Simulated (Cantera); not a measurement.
A closed system holds: 1 mol PbO, 260 mol H₂, 0.088 mol H₂O, held at 0.630 bar.

Equilibrium computed with Cantera from the NASA thermochemical tables; the gas is ideal and each condensed phase is pure. Candidate condensed phases: H₂O, Pb, PbO, PbO₂, Pb₃O₄; 12 gas species. Equilibrium is a limit: real reactors are often held back by kinetics, nucleation or transport.

x: gas mole fraction; n: condensed amount in mol.

```
T (°C)   x H₂    x H₂O      x Pb       x H      x OH  n Pb(l)
------  -----  -------  --------  --------  --------  -------
725     0.996  0.00418   2.46e-5   2.70e-9    <1e-12    0.994
825     0.996  0.00418  0.000185   3.11e-8    <1e-12    0.952
925     0.995  0.00418  0.000990   2.39e-7  7.93e-12    0.742
1025    0.992  0.00417   0.00383   1.34e-6  7.31e-11        0
1125    0.992  0.00417   0.00383   5.94e-6  4.92e-10        0
1225    0.992  0.00417   0.00383   2.16e-5   2.57e-9        0
1325    0.992  0.00417   0.00383         ?         ?        0
1425    0.992  0.00417   0.00383  0.000181   3.92e-8        0
1525    0.992  0.00417   0.00383  0.000442   1.22e-7        0
1625    0.991  0.00416   0.00383         ?         ?        0
1725    0.990  0.00416   0.00383   0.00201   8.41e-7        0
```

Task: Fill in the missing entries.

Result: 
- 1325, x H: 6.68e-5
- 1325, x OH: 1.09e-8
- 1625, x H: 0.000980
- 1625, x OH: 3.37e-7
